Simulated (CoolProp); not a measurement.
Vapour-liquid equilibrium of n-heptane (1) + ethylbenzene (2) at 0.0258 bar; x and y are mole fractions of (1).

Model: multi-fluid Helmholtz-energy mixture model, Span 2003 and Zhou 2012; pair parameters Bell 2016, in CoolProp.

Question: Give the bubble temperature and the first vapour's composition at x = 0.05, 0.2, 0.575. Is there an azeotrope?

Answer: x = 0.05: 33.2 °C, y = 0.258; x = 0.2: 24.4 °C, y = 0.609; x = 0.575: 14.8 °C, y = 0.865. No azeotrope shows between x = 0.05 and 0.95.

Pair parameters are fitted to limited data, so mixtures are less certain than the pure fluids.
